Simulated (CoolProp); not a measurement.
The fluid at 298.15 K and 0.21 MPa flows at 4.6 m/s in a round tube of 6 mm bore and 1.5 µm roughness, fully developed (64/Re and Nu = 3.66 if laminar; Colebrook and Gnielinski if turbulent). The same conditions are run with several fluids, on thermodynamics alone (safety and materials aside).

Model: reference Helmholtz-energy equation of state of each fluid (R236FA: Pan 2012; R134a: Tillner-Roth 1994; R125: Lemmon 2005; R507A: Lemmon 2003; R410A: Lemmon 2003), in CoolProp. Blends and air are pseudo-pure fits.

Q: Rank R236FA, R134a, R125, R507A, R410A by Reynolds number, highest first.

A: R236FA (35100), R125 (22400), R134a (21200), R507A (19600), R410A (13500)

```json
[
 {"fluid": "R236FA", "Darcy friction factor": "0.0234", "pressure drop (Pa/m)": "570", "heat-transfer coefficient (W/(m² K))": "178", "mass flow (kg/h)": "6.48"},
 {"fluid": "R134a", "Darcy friction factor": "0.0261", "pressure drop (Pa/m)": "416", "heat-transfer coefficient (W/(m² K))": "128", "mass flow (kg/h)": "4.23"},
 {"fluid": "R125", "Darcy friction factor": "0.0258", "pressure drop (Pa/m)": "477", "heat-transfer coefficient (W/(m² K))": "138", "mass flow (kg/h)": "4.92"},
 {"fluid": "R507A", "Darcy friction factor": "0.0265", "pressure drop (Pa/m)": "406", "heat-transfer coefficient (W/(m² K))": "124", "mass flow (kg/h)": "4.06"},
 {"fluid": "R410A", "Darcy friction factor": "0.0290", "pressure drop (Pa/m)": "323", "heat-transfer coefficient (W/(m² K))": "91.4", "mass flow (kg/h)": "2.96"}
]
```

Transport values come from each fluid's own correlations; those of R236FA, R134a are estimates that may be off by 10 % or more.
